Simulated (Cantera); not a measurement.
A perfectly stirred reactor is fed with CH3OH : O2 : N2 = 0.011 : 0.049 : 1 (molar parts), equivalence ratio 0.34, at 0.987 atm; it is held at 1000 K, and followed from long to short residence time.

Detailed kinetics in Cantera: GRI-Mech 3.0 (53 species, 325 reactions). GRI-Mech 3.0 was tuned for natural gas; its chemistry of methanol as a main component is partial and can be far from experiment.

Task: Predict: x(CH3OH) at τ = 4.50 s; x(O2) at τ = 4.50 s; x(O) at τ = 4.50 s; x(CH3OH) at τ = 47.0 ms; x(O2) at τ = 47.0 ms; x(O) at τ = 47.0 ms.

Result: 
| Property | Result |
|---|---|
| x(CH3OH) at τ = 4.50 s | 0.000124 |
| x(O2) at τ = 4.50 s | 0.0320 |
| x(O) at τ = 4.50 s | 7.73e-8 |
| x(CH3OH) at τ = 47.0 ms | 0.00688 |
| x(O2) at τ = 47.0 ms | 0.0436 |
| x(O) at τ = 47.0 ms | 5.13e-9 |
